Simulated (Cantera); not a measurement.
What does this Cantera script print?

```python
import numpy as np
import cantera as ct

gas_names = """
    C CN CO CO2 C2 CCN CNC C2N2 C2O C3 C3O2 C4 C4N2 C5 N NCO NO NO2 NO3 N2 N2O O O2 O3 Si SiC SiC2 SiN
    SiO SiO2 Si2 Si2C Si2N Si3
""".split()
cond_names = """
    C(gr) Si(cr) Si(L) SiC(b) SiO2(Lqz) SiO2(hqz) SiO2(L) Si2N2O(s) Si3N4(a)
""".split()


# ... load() reads the species with a 1 bar reference pressure and builds the phases ...
atoms = {
    'Si3N4': {'Si': 3, 'N': 4},
    'CO2': {'C': 1, 'O': 2},
    'N2': {'N': 2},
}
top_T = {'C(gr)': 4500, 'SiC(b)': 3050, 'Si2N2O(s)': 2100, 'Si3N4(a)': 2400}  # K; cautious upper limits of use, not melting points


# ... equilibrate(T, P, feed) seeds the gas with the atoms and calls Mixture.equilibrate('TP', solver="vcs", rtol=1e-11, max_steps=5000) ...
results = []
feed = {'Si3N4': 1, 'CO2': 2.6, 'N2': 2.9}  # mol
T = 2223  # K
P = 80  # Pa
mix = equilibrate(T, P, feed)
results.append((T, P, feed, dict(zip(mix.species_names, mix.species_moles))))
x = sorted(zip(gas.X, gas.species_names), reverse=True)
print(f"T = {T:g} K  P = {P:g} Pa  gas = {mix.phase_moles(0):.4g} mol")
print("   x: " + "  ".join(f"{s} {v:.3e}" for v, s in x if v > 1e-06))
print("   condensed (mol): " + ("  ".join(f"{mix.phase(i).name} {mix.phase_moles(i):.4g}"
      for i in range(1, mix.n_phases) if mix.phase_moles(i) > 1e-12) or "none"))
```

Result:

```
T = 2223 K  P = 80 Pa  gas = 10.5 mol
   x: N2 4.667e-01  SiO 2.477e-01  CO 2.476e-01  Si 3.784e-02  SiN 1.181e-04  Si2 4.172e-05  Si2C 1.164e-05  Si2N 8.430e-06  CN 1.580e-06
   condensed (mol): none
```

Equilibrium computed with Cantera from the NASA thermochemical tables; the gas is ideal and each condensed phase is pure. The tables' values for SiN are old estimates; treat these amounts as uncertain.
